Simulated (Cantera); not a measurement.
# Thermodynamics of nitride etching, feed BN + HF + H2 + H2O

Feed: 1 mol BN, 2.1 mol HF, 0.69 mol H2, 0.47 mol H2O, at 800 K and 100000 Pa.

These are equilibrium values from Cantera (NASA tables, ideal gas, pure condensed phases), not measurements of a reactor. Candidate condensed phases: B, BN, B2O3, B3O3H3, H2O; 62 gas species. Gases not in the tables: H3BO3. Kinetics and transport are ignored.

```
Property                                   Result
------------------------------------  -----------
x(H2)                                       0.640
x(BF3)                                      0.190
x(N2)                                       0.146
x(B3O3F3)                                  0.0131
x(HF)                                     0.00747
x(H2O)                                    0.00341
x(NH3)                                   0.000585
x((HBO2)3)                                1.85e-5
x(BHF2)                                   2.12e-6
n(BN(s))                              0.00297 mol
n(B2O3(l))                              0.108 mol
gas amount                              3.411 mol
log10 activity of B(s) (absent)            -11.36
log10 activity of B3O3H3(s) (absent)       -17.32
```
